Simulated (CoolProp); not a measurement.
Carbon dioxide at 293.15 K and 4.31 MPa is compressed adiabatically to 34.4 MPa with isentropic efficiency 0.75. Each further row changes one setting.

The numbers come from the reference Helmholtz-energy equation of state, Span 1996 in CoolProp.

| case | work (kJ/kg) | final temperature (K) | final density (kg/m³) |
|---|---|---|---|
| as stated | 148 | 495.9 | 405 |
| efficiency 1 | 111 | 471.6 | 443 |
| efficiency 0.65 | 171 | 511.5 | 384 |
